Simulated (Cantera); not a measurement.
## Gas-phase reforming

An isothermal, constant-pressure homogeneous reactor starts with 24.9 % CH4, 59.9 % CO2, 15.2 % H2, at 1600 K and 2.00 bar.

Cantera simulation using GRI-Mech 3.0 (53 species, 325 reactions); the numbers are that mechanism's predictions, not measurements.

| t (s) | x CH4 | x CO2 | x H2 | x HCO | x O | x CH2CO | x H2O |
|---|---|---|---|---|---|---|---|
| 0.000200 | 0.249 | 0.598 | 0.152 | 5.55e-10 | 3.41e-12 | 9.74e-10 | 0.000396 |
| 0.000455 | 0.248 | 0.597 | 0.152 | 1.54e-9 | 4.89e-12 | 8.31e-9 | 0.00117 |
| 0.00104 | 0.246 | 0.594 | 0.152 | 2.44e-9 | 6.22e-12 | 5.56e-8 | 0.00322 |
| 0.00236 | 0.241 | 0.588 | 0.151 | 2.66e-9 | 6.88e-12 | 2.77e-7 | 0.00811 |
| 0.00537 | 0.229 | 0.572 | 0.152 | 2.78e-9 | 7.66e-12 | 1.11e-6 | 0.0191 |
| 0.0122 | 0.206 | 0.536 | 0.153 | 3.09e-9 | 8.96e-12 | 3.83e-6 | 0.0432 |
| 0.0278 | 0.164 | 0.466 | 0.150 | 3.92e-9 | 1.11e-11 | 1.16e-5 | 0.0920 |
| 0.0632 | 0.105 | 0.353 | 0.135 | 5.66e-9 | 1.39e-11 | 3.09e-5 | 0.172 |
| 0.144 | 0.0500 | 0.243 | 0.126 | 8.32e-9 | 1.65e-11 | 5.53e-5 | 0.241 |
| 0.328 | 0.0264 | 0.189 | 0.148 | 1.15e-8 | 1.81e-11 | 4.92e-5 | 0.246 |
| 0.746 | 0.0209 | 0.155 | 0.182 | 1.43e-8 | 1.89e-11 | 2.75e-5 | 0.221 |
| 1.70 | 0.0164 | 0.124 | 0.220 | 1.73e-8 | 2.08e-11 | 1.16e-5 | 0.192 |
| 3.86 | 0.0105 | 0.101 | 0.253 | 1.98e-8 | 2.39e-11 | 3.62e-6 | 0.168 |
| 8.79 | 0.00456 | 0.0889 | 0.275 | 2.13e-8 | 2.56e-11 | 7.17e-7 | 0.154 |
| 20.0 | 0.000993 | 0.0847 | 0.283 | 2.18e-8 | 2.54e-11 | 8.16e-8 | 0.150 |
x: mole fraction; the columns are a selection and need not sum to one.

Equilibrium at this temperature and pressure: CH4 4.19e-7, CO2 0.0839, H2 0.285, HCO 2.21e-8, O 2.55e-11, CH2CO 2.82e-11, H2O 0.149 (gas phase only).
